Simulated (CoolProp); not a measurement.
A single-stage vapour-compression cycle with R227EA: evaporating at 297.15 K (dew point), condensing at 322.15 K (bubble point), superheat 8 K, subcooling 2 K, compressor efficiency 0.75, no pressure losses. Each further row changes one setting.

Model: reference Helmholtz-energy equation of state, Lemmon 2016, in CoolProp.

```
case                              cooling COP  pressure ratio  discharge temperature (K)  refrigerating effect (kJ/kg)  volumetric capacity (kJ/m³)
--------------------------------  -----------  --------------  -------------------------  ----------------------------  ---------------------------
as stated                                7.56            2.03                      326.5                          91.3                         3070
evaporating temperature 302.15 K         9.93            1.74                      327.2                          94.5                         3690
condensing temperature 317.15 K          9.87            1.78                      322.3                          97.5                         3280
subcooling 7 K                           8.08            2.03                      326.5                          97.5                         3280
superheat 18 K                           7.85            2.03                      336.2                           100                         3200
compressor efficiency 0.65               6.55            2.03                      328.4                          91.3                         3070
```
